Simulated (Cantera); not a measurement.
A Cantera script and what it prints.

```python
import numpy as np
import cantera as ct

gas_names = """
    CL CL2 H HCL H2 Si SiCL SiCL2 SiCL3 SiCL4 SiH SiHCL3 SiH2 SiH2CL2 SiH3 SiH3CL SiH4 Si2 Si3
""".split()
cond_names = """
    Si(cr) Si(L)
""".split()


# ... load() reads the species with a 1 bar reference pressure and builds the phases ...
atoms = {
    'SiCl4': {'Si': 1, 'CL': 4},
    'H2': {'H': 2},
}
top_T = {}  # K; cautious upper limits of use, not melting points


# ... equilibrate(T, P, feed) seeds the gas with the atoms and calls Mixture.equilibrate('TP', solver="vcs", rtol=1e-11, max_steps=5000) ...
results = []
feed = {'SiCl4': 1, 'H2': 3.1}  # mol
T = 2348  # K
for P in [100, 220, 460, 1000, 2200, 4600, 10000, 22000, 46000, 100000]:
    mix = equilibrate(T, P, feed)
    results.append((T, P, feed, dict(zip(mix.species_names, mix.species_moles))))
    x = sorted(zip(gas.X, gas.species_names), reverse=True)
    print(f"T = {T:g} K  P = {P:g} Pa  gas = {mix.phase_moles(0):.4g} mol")
    print("   x: " + "  ".join(f"{s} {v:.3e}" for v, s in x if v > 0.0001))
    print("   condensed (mol): " + ("  ".join(f"{mix.phase(i).name} {mix.phase_moles(i):.4g}"
          for i in range(1, mix.n_phases) if mix.phase_moles(i) > 1e-12) or "none"))
```

It prints:

```
T = 2348 K  P = 100 Pa  gas = 7.007 mol
   x: HCL 2.927e-01  H2 2.070e-01  CL 1.801e-01  H 1.777e-01  Si 8.679e-02  SiCL2 4.265e-02  SiCL 1.254e-02  SiH 4.217e-04  Si2 1.118e-04
   condensed (mol): none
T = 2348 K  P = 220 Pa  gas = 6.389 mol
   x: HCL 3.341e-01  H2 2.518e-01  H 1.321e-01  CL 1.256e-01  SiCL2 7.565e-02  Si 6.536e-02  SiCL 1.450e-02  SiH 5.195e-04  SiCL3 1.928e-04  Si2 1.395e-04
   condensed (mol): none
T = 2348 K  P = 460 Pa  gas = 5.963 mol
   x: HCL 3.557e-01  H2 2.925e-01  SiCL2 1.069e-01  H 9.846e-02  CL 8.583e-02  Si 4.523e-02  SiCL 1.434e-02  SiH 5.603e-04  SiCL3 3.892e-04  Si2 1.397e-04
   condensed (mol): none
T = 2348 K  P = 1000 Pa  gas = 5.653 mol
   x: HCL 3.665e-01  H2 3.293e-01  SiCL2 1.349e-01  H 7.087e-02  CL 5.652e-02  Si 2.785e-02  SiCL 1.264e-02  SiCL3 7.032e-04  SiH 5.398e-04  Si2 1.152e-04
   condensed (mol): none
T = 2348 K  P = 2200 Pa  gas = 5.447 mol
   x: HCL 3.715e-01  H2 3.582e-01  SiCL2 1.561e-01  H 4.983e-02  CL 3.703e-02  Si 1.551e-02  SiCL 1.014e-02  SiCL3 1.173e-03  SiH 4.650e-04
   condensed (mol): none
T = 2348 K  P = 4600 Pa  gas = 5.322 mol
   x: H2 3.774e-01  HCL 3.743e-01  SiCL2 1.694e-01  H 3.537e-02  CL 2.514e-02  Si 8.355e-03  SiCL 7.758e-03  SiCL3 1.807e-03  SiH 3.718e-04
   condensed (mol): none
T = 2348 K  P = 10000 Pa  gas = 5.238 mol
   x: H2 3.911e-01  HCL 3.768e-01  SiCL2 1.780e-01  H 2.442e-02  CL 1.686e-02  SiCL 5.591e-03  Si 4.130e-03  SiCL3 2.768e-03  SiH 2.758e-04
   condensed (mol): none
T = 2348 K  P = 22000 Pa  gas = 5.182 mol
   x: H2 4.004e-01  HCL 3.787e-01  SiCL2 1.825e-01  H 1.666e-02  CL 1.129e-02  SiCL3 4.183e-03  SiCL 3.892e-03  Si 1.952e-03  SiH 1.956e-04
   condensed (mol): none
T = 2348 K  P = 46000 Pa  gas = 5.145 mol
   x: H2 4.067e-01  HCL 3.796e-01  SiCL2 1.841e-01  H 1.161e-02  CL 7.766e-03  SiCL3 6.067e-03  SiCL 2.730e-03  Si 9.518e-04  SiCL4 1.463e-04  SiH 1.390e-04  SiHCL3 1.099e-04
   condensed (mol): none
T = 2348 K  P = 100000 Pa  gas = 5.115 mol
   x: H2 4.122e-01  HCL 3.791e-01  SiCL2 1.836e-01  SiCL3 8.850e-03  H 7.928e-03  CL 5.226e-03  SiCL 1.860e-03  Si 4.434e-04  SiCL4 3.122e-04  SiHCL3 2.381e-04
   condensed (mol): none
```

Equilibrium computed with Cantera from the NASA thermochemical tables; the gas is ideal and each condensed phase is pure. The tables' values for SiCl, SiCl3 are old estimates; treat these amounts as uncertain. Gases not in the tables: Si2H6 and higher silanes.
